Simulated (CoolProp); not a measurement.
The fluid at 205.33 K and 0.0106 MPa flows at 0.6 m/s in a round tube of 12.7 mm bore and 1.5 µm roughness, fully developed (64/Re and Nu = 3.66 if laminar; Colebrook and Gnielinski if turbulent). The same conditions are run with several fluids, on thermodynamics alone (safety and materials aside).

Values from CoolProp's reference Helmholtz-energy equation of state of each fluid (ammonia: Gao 2020; normal hydrogen: Leachman 2009; R407C: Lemmon 2003; CH2F2 (R32): Tillner-Roth 1997). Blends and air are pseudo-pure fits.

```tsv
fluid	Reynolds number	Darcy friction factor	pressure drop (Pa/m)	heat-transfer coefficient (W/(m² K))	mass flow (kg/h)
ammonia	114	0.560	0.844	5.70	0.0291
normal hydrogen	13.9	4.61	0.818	39.2	0.00342
R407C	504	0.127	0.970	1.75	0.148
CH2F2 (R32)	272	0.236	1.09	2.23	0.0889
```

Transport values come from each fluid's own correlations; those of CH2F2 (R32) are estimates that may be off by 10 % or more.
